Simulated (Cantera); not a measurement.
Input: 1 mol SiHCl₃, 0.32 mol NH₃, 25 mol N₂, at 4.40 mbar.

Equilibrium computed with Cantera from the NASA thermochemical tables; the gas is ideal and each condensed phase is pure. Candidate condensed phases: NH₄Cl, Si, Si₃N₄; 28 gas species. The tables' values for SiCl₃ are old estimates; treat these amounts as uncertain. The numbers say what is thermodynamically allowed, not how fast it happens. All values below are at 1175 °C.

Base state: N₂ 0.912, HCl 0.0522, SiCl₂ 0.0221, H₂ 0.00970, SiCl₃ 0.00273, SiCl₄ 0.00124, Cl 5.99e-5, SiHCl₃ 1.98e-5 (mole fractions); condensed: Si₃N₄(s).

Problem. What changes in the equilibrium state with this change: SiHCl₃ replaced by SiH₄?

Solution. 
```csv
species,before,after
N₂,0.912,0.908
H₂,0.00970,0.0919
H,1.37e-5,4.21e-5
HCl,0.0522,0
SiCl₂,0.0221,0
SiCl₃,0.00273,0
SiCl₄,0.00124,0
Cl,5.99e-5,0
SiHCl₃,1.98e-5,0
"Si₃N₄(s), mol",0.0955,0.333
```
